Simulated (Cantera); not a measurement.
# Equilibrium for iron carbonyl, mercury and lead vapours: Pb + H2

Input: 1 mol Pb, 0.12 mol H2.

Cantera equilibrium calculation (NASA polynomials, part measured and part estimated; ideal gas, pure solids and liquids). Candidate condensed phases: Pb; 4 gas species. The numbers say what is thermodynamically allowed, not how fast it happens.

Stable condensed phases:

```
T in °C \ P in Pa
              10      68     460    3200   22000  150000 1000000
    927        A       A       B       B       B       B       B
    877        A       B       B       B       B       B       B
    827        A       B       B       B       B       B       B
    777        B       B       B       B       B       B       B
    727        B       B       B       B       B       B       B
    677        B       B       B       B       B       B       B
    627        B       B       B       B       B       B       B
    577        B       B       B       B       B       B       B
    527        B       B       B       B       B       B       B
    477        B       B       B       B       B       B       B
```

A: gas only; B: Pb.
